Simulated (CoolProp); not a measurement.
Acetone along the isobar 6.13 MPa: density (kg/m³) from the reference equation and from simpler models built on Tc = 235.0 °C, pc = 4.692 MPa, ω = 0.307; each cubic takes its own stable root.

Values from CoolProp's reference Helmholtz-energy equation of state, Lemmon 2006. It is a short technical equation, of lower accuracy than the large ones.

| T (°C) | phase | reference |
|---|---|---|
| 144.55 | liquid | 645.1 |
| 149.75 | liquid | 637.4 |
| 154.85 | liquid | 629.6 |
| 160.05 | liquid | 621.5 |
| 165.15 | liquid | 613.3 |
| 170.35 | liquid | 604.6 |
| 175.45 | liquid | 595.9 |
| 180.65 | liquid | 586.6 |
| 185.75 | liquid | 577.2 |
| 190.95 | liquid | 567.2 |
| 196.05 | liquid | 556.8 |
| 201.25 | liquid | 545.8 |

Task: How far does each simpler model (van der Waals, Soave-Redlich-Kwong) lie from the reference over these 12 states: mean and median of the absolute difference, and the worst?

Result: 
- van der Waals: mean 45.5 %, median 45.5 %, worst -46.2 % at 144.55 °C and 6.13 MPa
- Soave-Redlich-Kwong: mean 23.5 %, median 23.3 %, worst -25.2 % at 201.25 °C and 6.13 MPa
